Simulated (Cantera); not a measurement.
# Equilibrium for abatement and gas-phase synthesis: SO2 + N2

Charge: 1 mol SO2, 1.9 mol N2, held at 0.780 bar.

Method: chemical equilibrium by Gibbs-energy minimisation in Cantera with the NASA 1993 tables (ideal gas, pure condensed phases). Candidate condensed phases: S; 17 gas species. Equilibrium is a limit: real reactors are often held back by kinetics, nucleation or transport.

From 2575 °C to 3275 °C nothing is condensed.

| T (°C) | log p N2 | log p SO2 | log p SO | log p O | log p S | log p O2 | log p NO |
|---|---|---|---|---|---|---|---|
| 2575 | -0.31 | -0.69 | -1.31 | -2.05 | -2.59 | -1.73 | -2.04 |
| 2675 | -0.32 | -0.73 | -1.21 | -1.84 | -2.36 | -1.63 | -1.94 |
| 2775 | -0.33 | -0.78 | -1.12 | -1.65 | -2.15 | -1.56 | -1.85 |
| 2875 | -0.34 | -0.84 | -1.05 | -1.48 | -1.96 | -1.50 | -1.77 |
| 2975 | -0.35 | -0.92 | -1.00 | -1.33 | -1.79 | -1.45 | -1.71 |
| 3075 | -0.37 | -1.02 | -0.96 | -1.19 | -1.63 | -1.42 | -1.66 |
| 3175 | -0.39 | -1.13 | -0.95 | -1.07 | -1.49 | -1.42 | -1.63 |
| 3275 | -0.40 | -1.26 | -0.94 | -0.97 | -1.37 | -1.43 | -1.60 |
log p: log10 of the partial pressure in bar; nothing condenses.
